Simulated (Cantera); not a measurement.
A freely propagating, adiabatic, planar premixed flame of H₂ : O₂ : N₂ = 1 : 0.333 : 1.25 (molar parts), equivalence ratio 1.5, unburnt at 600 K and 1.01 bar; mixture-averaged transport, grid criteria slope 0.08 and curve 0.16, no radiation.

Cantera simulation using the H2/O2 subset of GRI-Mech 3.0, which has no nitrogen chemistry; the numbers are that mechanism's predictions, not measurements. Burning velocities carry a grid error of a few per cent, more on coarse grids.

Task: How do the results move with these cheaper or finer settings: unity-Lewis-number transport; multicomponent transport; multicomponent+Soret transport; grid criteria slope 0.5, curve 1; grid criteria slope 0.25, curve 0.5; grid criteria slope 0.03, curve 0.06?

Result: 
```tsv
setting	laminar burning velocity	thermal thickness	peak x(H₂O₂)	peak x(OH)	grid points
as above	900 cm/s	0.447 mm	1.10e-5	0.0119	141
unity-Lewis-number transport	561 cm/s	0.365 mm	5.43e-6	0.0117	128
multicomponent transport	881 cm/s	0.447 mm	1.10e-5	0.0119	141
multicomponent+Soret transport	846 cm/s	0.439 mm	1.14e-5	0.0118	141
grid criteria slope 0.5, curve 1	1060 cm/s	0.607 mm	8.39e-6	0.0127	47
grid criteria slope 0.25, curve 0.5	951 cm/s	0.503 mm	9.95e-6	0.0119	73
grid criteria slope 0.03, curve 0.06	885 cm/s	0.433 mm	1.14e-5	0.0118	296
```
Unity Lewis numbers drop preferential diffusion, which matters most where H2 and H carry the flame; Soret adds thermal diffusion.
